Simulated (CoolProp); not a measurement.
Propylene glycol along the isotherm 284.55 °C: density (kg/m³) from the reference equation and from simpler models built on Tc = 400.8 °C, pc = 7.292 MPa, ω = 0.327; each cubic takes its own stable root.

Computed with CoolProp (reference Helmholtz-energy equation of state, Eisenbach 2021).

| p (MPa) | phase | reference | Redlich-Kwong | Soave-Redlich-Kwong | Peng-Robinson |
|---|---|---|---|---|---|
| 0.0576 | gas | 0.9504 | 0.9496 | 0.9500 | 0.9504 |
| 0.0973 | gas | 1.612 | 1.609 | 1.610 | 1.611 |
| 0.164 | gas | 2.734 | 2.727 | 2.731 | 2.734 |
| 0.277 | gas | … | 4.650 | 4.660 | 4.668 |
| 0.468 | gas | 8.051 | 7.987 | 8.018 | … |
| 0.789 | gas | 14.08 | 13.87 | … | 14.04 |
| 1.33 | liquid | 777.6 | 24.71 | 25.06 | 25.30 |
| 2.25 | liquid | 779.8 | … | 737.5 | … |
| 3.79 | liquid | 783.4 | 699.5 | 744.4 | 843.9 |
| 6.4 | liquid | 789.2 | 714.6 | 755.2 | 854.9 |
| 10.8 | liquid | 798.1 | 735.9 | 771.1 | 871.2 |
| 18.2 | liquid | 811.3 | 764.1 | … | 893.9 |

Some entries are withheld; supply them.


- 0.277, reference: 4.671
- 0.468, Peng-Robinson: 8.042
- 0.789, Soave-Redlich-Kwong: 13.97
- 2.25, Redlich-Kwong: 47.13
- 2.25, Peng-Robinson: 836.9
- 18.2, Soave-Redlich-Kwong: 793.3

At some of these states Redlich-Kwong, Soave-Redlich-Kwong, Peng-Robinson gives the other phase, because its saturation line lies elsewhere.
